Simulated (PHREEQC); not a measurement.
0.013 g of hydrous ferric oxide (600 m²/g; 0.2 weak and 0.005 strong sites per Fe, Dzombak-Morel constants, diffuse double layer) in 1 kg of water with 0.01 mol/kgw of an inert sodium salt and 0.0034 mmol/kgw CaCl2, 0.00068 mmol/kgw PbCl2 and 0.0019 mmol/kgw NiCl2, at 25 °C; the pH is set by adding NaOH or the inert anion's acid. O2 is buffered at 0.21 atm. CO2 from the air is kept out. Nothing may precipitate in this run.

The series has 13 steps of pH, from 4 to 10.

Computed with PHREEQC (ion-association model, wateq4f.dat).

Question: Near which pH is half of the Ca sorbed, and on which side is more sorbed?

Answer: Near pH 9.7, with more sorbed at higher pH.

Question: Near which pH is half of the Pb sorbed, and on which side is more sorbed?

Answer: Near pH 4.8, with more sorbed at higher pH.

Question: Near which pH is half of the Ni sorbed, and on which side is more sorbed?

Answer: Near pH 7.7, with more sorbed at higher pH.

Complexes and solids missing from the database can't appear.
